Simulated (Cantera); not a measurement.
Feed: 1 mol CHF3, 0.01 mol F2, 0.35 mol H2, at 1048 K and 1600 Pa.

Method: chemical equilibrium by Gibbs-energy minimisation in Cantera with the NASA 1993 tables (ideal gas, pure condensed phases). Candidate condensed phases: C, C6H6, C7H8, C8H18; 95 gas species. Gases not in the tables: C2F6 and larger saturated fluorocarbons. The numbers say what is thermodynamically allowed, not how fast it happens.

What is the equilibrium state?


```json
{
 "x(HF)": "0.837",
 "x(CF4)": "0.163",
 "n(C(graphite))": "0.670 mol",
 "gas_amount": "2.030 mol"
}
```
